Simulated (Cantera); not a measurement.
Charge: 1 mol Ni, 1.7 mol H₂S, 1 mol N₂, at 8000 Pa.

Method: chemical equilibrium by Gibbs-energy minimisation in Cantera with the NASA 1993 tables (ideal gas, pure condensed phases). Candidate condensed phases: Ni, NiS, NiS₂, Ni₃S₂, Ni₃S₄, S; 17 gas species. Gases not in the tables: S₃ to S₇. Rates play no part. All values below are at 652 °C.

Base state: H₂S 0.382, N₂ 0.370, H₂ 0.247, S₂ 0.000281 (mole fractions); condensed: Ni₃S₂(s).

**Question.** What changes in the equilibrium state with this change: H₂S from 1.7 to 0.0049 mol?

**Answer.** 
```tsv
species	before	after
N₂	0.370	0.995
H₂	0.247	0.00487
H₂S	0.382	1.00e-5
S₂	0.000281	<1e-9
Ni₃S₂(s), mol	0.333	0.00244
Ni(s), mol	0	0.993
```
Metal and sulfide melt together well below either melting point, which pure phases cannot show.
